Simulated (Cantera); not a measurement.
Input (Python, Cantera):

```python
import numpy as np
import cantera as ct

gas = ct.Solution("gri30.yaml", transport_model="multicomponent")
show = ['H', 'H2O', 'C2H2']

rows = []
print(f"{'T/K':>7s}{'rho':>11s}{'cp':>10s}{'mu':>11s}{'lambda':>11s}{'Pr':>7s}" + "".join(f"{'D_' + s:>11s}" for s in show))
for T in [400, 550, 700, 850, 1000, 1150, 1300, 1450, 1600]:
    gas.TPX = T, 11000, {'O2': 0.47, 'N2O': 0.81}
    Pr = gas.cp_mass * gas.viscosity / gas.thermal_conductivity
    D = [gas.mix_diff_coeffs_mole[gas.species_index(s)] for s in show]
    rows.append([gas.density, gas.cp_mass, gas.viscosity, gas.thermal_conductivity, Pr, *D])
    print(f"{T:7g}{gas.density:11.4e}{gas.cp_mass:10.1f}{gas.viscosity:11.4e}"
          f"{gas.thermal_conductivity:11.4e}{Pr:7.3f}" + "".join(f"{d:11.4e}" for d in D))
print("SI units: kg/m3, J/kg/K, Pa s, W/m/K, m2/s")
```

Output:

```
    T/K        rho        cp         mu     lambda     Pr        D_H      D_H2O     D_C2H2
    400 1.3098e-01     961.7 2.1266e-05 2.7942e-02  0.732 1.6628e-03 2.9849e-04 2.1319e-04
    550 9.5259e-02    1047.8 2.7471e-05 3.9205e-02  0.734 2.9286e-03 5.5052e-04 3.7939e-04
    700 7.4846e-02    1114.9 3.2938e-05 4.9984e-02  0.735 4.4524e-03 8.6257e-04 5.8038e-04
    850 6.1638e-02    1166.8 3.7891e-05 6.0183e-02  0.735 6.2097e-03 1.2278e-03 8.1266e-04
   1000 5.2392e-02    1205.9 4.2462e-05 6.9735e-02  0.734 8.1831e-03 1.6413e-03 1.0738e-03
   1150 4.5559e-02    1232.7 4.6739e-05 7.8537e-02  0.734 1.0359e-02 2.0995e-03 1.3619e-03
   1300 4.0302e-02    1256.0 5.0781e-05 8.7007e-02  0.733 1.2728e-02 2.5994e-03 1.6756e-03
   1450 3.6133e-02    1276.1 5.4629e-05 9.5171e-02  0.732 1.5282e-02 3.1390e-03 2.0136e-03
   1600 3.2745e-02    1293.4 5.8316e-05 1.0305e-01  0.732 1.8012e-02 3.7163e-03 2.3751e-03
SI units: kg/m3, J/kg/K, Pa s, W/m/K, m2/s
```

Detailed kinetics in Cantera: GRI-Mech 3.0 (53 species, 325 reactions). The composition is frozen, though it would react at the higher temperatures.
